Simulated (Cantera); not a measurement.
An adiabatic, constant-pressure homogeneous reactor starts with 37.7 % H2, 12.5 % O2, 47.1 % N2, 2.75 % H2O, at 1075 K and 1000000 Pa.

Detailed kinetics in Cantera: the H2/O2 subset of GRI-Mech 3.0, which has no nitrogen chemistry. The hydrogen kinetics of GRI-Mech 3.0 are dated; newer H2 mechanisms differ, most at raised pressure.

One state of this run: T (K) = 2762; x H2 = 0.142; x O2 = 0.000171; x H2O = 0.310; x O = 0.000194; x H = 0.00856; x OH = 0.00509; x HO2 = 4.00e-7. x: mole fraction; the columns are a selection and need not sum to one.

Question: Which value of t (s) does it belong to?
(A) 3.89e-6
(B) 0.0136
(C) 1.52e-5
(D) 0.000230

Answer: B, 0.0136
